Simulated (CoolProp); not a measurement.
Vapour-liquid equilibrium of R22 (1) + C3F8 (R218) (2) at 197.4 K; x and y are mole fractions of (1).

Computed with CoolProp (multi-fluid Helmholtz-energy mixture model, Kamei 1995 and Lemmon 2006; pair parameters Bell 2016).

Q: Give the bubble pressure and the first vapour's composition at x = 0.2, 0.35, 0.8. Is there an azeotrope?

A: x = 0.2: 0.01874 MPa, y = 0.486; x = 0.35: 0.02040 MPa, y = 0.564; x = 0.8: 0.02045 MPa, y = 0.608. y crosses x between x = 0.5 and 0.65: the model has an azeotrope there.

Pair parameters are fitted to limited data, so mixtures are less certain than the pure fluids. With so large a gap from Raoult's law the liquid may split in two, which this calculation doesn't test in full.
